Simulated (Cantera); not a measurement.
Carbon deposition, reforming and gasification: C2H5OH + H2O + N2 + NH3

Input: 1 mol C2H5OH, a varied amount of H2O, 15 mol N2, 0.079 mol NH3, equilibrated at 1673 K and 0.133 bar.

Cantera equilibrium calculation (NASA polynomials, part measured and part estimated; ideal gas, pure solids and liquids). Candidate condensed phases: C, C6H6, C7H8, C8H18, H2O; 136 gas species. Kinetics and transport are ignored.

From 0.11 mol H2O to 0.89 mol H2O the condensed part is C(graphite). From 1.1 mol H2O to 1.4 mol H2O nothing is condensed. The main C-bearing gas is CO throughout.

```json
[
 {"n(H2O) (mol)": "0.11", "x N2": "0.775", "x H2": "0.166", "x CO": "0.0573", "x H2O": "7.13e-7", "x CO2": "7.44e-8", "x HCN": "0.00113", "n C(graphite)": "0.867"},
 {"n(H2O) (mol)": "0.13", "x N2": "0.774", "x H2": "0.167", "x CO": "0.0582", "x H2O": "7.27e-7", "x CO2": "7.68e-8", "x HCN": "0.00113", "n C(graphite)": "0.847"},
 {"n(H2O) (mol)": "0.16", "x N2": "0.771", "x H2": "0.168", "x CO": "0.0595", "x H2O": "7.49e-7", "x CO2": "8.04e-8", "x HCN": "0.00113", "n C(graphite)": "0.817"},
 {"n(H2O) (mol)": "0.2", "x N2": "0.768", "x H2": "0.169", "x CO": "0.0614", "x H2O": "7.77e-7", "x CO2": "8.53e-8", "x HCN": "0.00114", "n C(graphite)": "0.777"},
 {"n(H2O) (mol)": "0.25", "x N2": "0.764", "x H2": "0.171", "x CO": "0.0636", "x H2O": "8.14e-7", "x CO2": "9.17e-8", "x HCN": "0.00114", "n C(graphite)": "0.727"},
 {"n(H2O) (mol)": "0.31", "x N2": "0.760", "x H2": "0.173", "x CO": "0.0662", "x H2O": "8.57e-7", "x CO2": "9.95e-8", "x HCN": "0.00114", "n C(graphite)": "0.666"},
 {"n(H2O) (mol)": "0.38", "x N2": "0.754", "x H2": "0.175", "x CO": "0.0693", "x H2O": "9.09e-7", "x CO2": "1.09e-7", "x HCN": "0.00115", "n C(graphite)": "0.596"},
 {"n(H2O) (mol)": "0.47", "x N2": "0.748", "x H2": "0.178", "x CO": "0.0731", "x H2O": "9.75e-7", "x CO2": "1.21e-7", "x HCN": "0.00115", "n C(graphite)": "0.506"},
 {"n(H2O) (mol)": "0.58", "x N2": "0.740", "x H2": "0.181", "x CO": "0.0778", "x H2O": "1.06e-6", "x CO2": "1.37e-7", "x HCN": "0.00115", "n C(graphite)": "0.395"},
 {"n(H2O) (mol)": "0.72", "x N2": "0.730", "x H2": "0.186", "x CO": "0.0835", "x H2O": "1.16e-6", "x CO2": "1.58e-7", "x HCN": "0.00116", "n C(graphite)": "0.255"},
 {"n(H2O) (mol)": "0.89", "x N2": "0.718", "x H2": "0.191", "x CO": "0.0903", "x H2O": "1.29e-6", "x CO2": "1.85e-7", "x HCN": "0.00117", "n C(graphite)": "0.0843"},
 {"n(H2O) (mol)": "1.1", "x N2": "0.707", "x H2": "0.194", "x CO": "0.0935", "x H2O": "0.00411", "x CO2": "0.000598", "x HCN": "3.87e-7", "n C(graphite)": "0"},
 {"n(H2O) (mol)": "1.4", "x N2": "0.698", "x H2": "0.193", "x CO": "0.0905", "x H2O": "0.0163", "x CO2": "0.00230", "x HCN": "9.34e-8", "n C(graphite)": "0"}
]
```
x: gas mole fraction; n: condensed amount in mol.
